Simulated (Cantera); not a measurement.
# Thermodynamics of silicon epitaxy and polysilicon growth, feed Si2H6 + HCl + H2 + N2

Charge: 1 mol Si2H6, 1.6 mol HCl, 210 mol H2, 0.012 mol N2, at 14.3 Torr.

Equilibrium computed with Cantera from the NASA thermochemical tables; the gas is ideal and each condensed phase is pure. Candidate condensed phases: NH4Cl, Si, Si3N4; 28 gas species. The feed counts by its element totals alone. N2 is the only nitrogen source here; it is nearly inert below about 1500 K, so the nitride shown seldom forms there in practice. Mutual solubility and eutectic melting of coexisting phases are not modelled. Kinetics and transport are ignored.

| T (K) | x H2 | x HCl | x H | x SiCl2 | x N2 | n Si(s) | n Si3N4(s) |
|---|---|---|---|---|---|---|---|
| 1250 | 0.993 | 0.00718 | 3.49e-6 | 0.000131 | 6.64e-6 | 1.96 | 0.00529 |
| 1300 | 0.993 | 0.00717 | 8.00e-6 | 0.000138 | 2.62e-5 | 1.96 | 0.00319 |
| 1350 | 0.993 | 0.00716 | 1.72e-5 | 0.000145 | 5.59e-5 | 1.97 | 0 |
| 1400 | 0.993 | 0.00715 | 3.52e-5 | 0.000152 | 5.59e-5 | 1.97 | 0 |
| 1450 | 0.993 | 0.00714 | 6.84e-5 | 0.000158 | 5.59e-5 | 1.97 | 0 |
| 1500 | 0.993 | 0.00712 | 0.000127 | 0.000164 | 5.59e-5 | 1.96 | 0 |
| 1550 | 0.992 | 0.00711 | 0.000228 | 0.000170 | 5.59e-5 | 1.96 | 0 |
| 1600 | 0.992 | 0.00710 | 0.000393 | 0.000175 | 5.59e-5 | 1.96 | 0 |
x: gas mole fraction; n: condensed amount in mol.

From 1250 K to 1300 K the condensed part is Si(s) + Si3N4(s). From 1350 K to 1600 K the condensed part is Si(s). The main Si-bearing gas is SiCl2 throughout.
